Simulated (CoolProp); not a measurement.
A Linde-Hampson liquefier for methane: isothermal reversible compression at 250 K from 1 atm to 5 MPa, throttling to 1 atm, return gas leaving the recuperator 2 K below the feed. Each further row changes one setting.

Values from CoolProp's reference Helmholtz-energy equation of state, Setzmann 1991.

```csv
case,liquid yield per pass,compression work (kJ/kg of gas)
as stated,0.085,485
high pressure 10 MPa,0.195,553
warm-end temperature 280 K,0.060,551
warm-end gap 7 K,0.073,485
```
